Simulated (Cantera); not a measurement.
A closed system holds: 1 mol Si3N4, 4.5 mol CO2, 250 mol H2, equilibrated at 1300 Pa.

Cantera equilibrium calculation (NASA polynomials, part measured and part estimated; ideal gas, pure solids and liquids). Candidate condensed phases: C, C6H6, C7H8, C8H18, H2O, Si, SiC, SiO2, Si2N2O, Si3N4; 151 gas species. Mutual solubility and eutectic melting of coexisting phases are not modelled. The tables hold silica as quartz up to 1696 K and as liquid above; real silica turns to tridymite and cristobalite and melts near 1996 K. Kinetics and transport are ignored.

Q: Which condensed phases are stable at each of these points (T (K)): 900, 950, 1000, 1050, 1100, 1150, 1200?

A: 
```tsv
T (K)	condensed phases	Si condensed (%)
900	C(graphite) + SiO2(β-quartz)	100.0
950	C(graphite) + SiO2(β-quartz)	100.0
1000	C(graphite) + SiO2(β-quartz)	100.0
1050	C(graphite) + SiO2(β-quartz)	100.0
1100	C(graphite) + SiO2(β-quartz)	100.0
1150	SiO2(β-quartz) + Si2N2O(s)	100.0
1200	SiO2(β-quartz) + Si2N2O(s)	100.0
```

From 900 K to 1100 K the condensed part is C(graphite) + SiO2(β-quartz). From 1150 K to 1200 K the condensed part is SiO2(β-quartz) + Si2N2O(s).
